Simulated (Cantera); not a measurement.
**Thermodynamics of sublimation and decomposition of ceramics, feed Si3N4 + H2**

A closed system holds: 1 mol Si3N4, a varied amount of H2, equilibrated at 2925 K and 0.100 bar.

Equilibrium computed with Cantera from the NASA thermochemical tables; the gas is ideal and each condensed phase is pure. Candidate condensed phases: Si, Si3N4; 18 gas species. The tables' values for SiN are old estimates; treat these amounts as uncertain. Gases not in the tables: Si2H6 and higher silanes. Rates play no part.

From 0.058 mol H2 to 3.7 mol H2 nothing is condensed. The main Si-bearing gas is Si throughout.

```csv
n(H2) (mol),x Si,x N2,x H2,x H,x Si2
0.058,0.548,0.400,0.00210,0.0181,0.0190
0.092,0.542,0.395,0.00442,0.0262,0.0186
0.15,0.533,0.388,0.00926,0.0379,0.0180
0.23,0.521,0.380,0.0169,0.0512,0.0172
0.37,0.503,0.366,0.0313,0.0698,0.0160
0.58,0.478,0.348,0.0535,0.0912,0.0145
0.92,0.445,0.323,0.0881,0.117,0.0125
1.5,0.399,0.288,0.141,0.148,0.0101
2.3,0.351,0.252,0.200,0.176,0.00779
3.7,0.290,0.207,0.278,0.208,0.00532
```
x: gas mole fraction; nothing condenses.
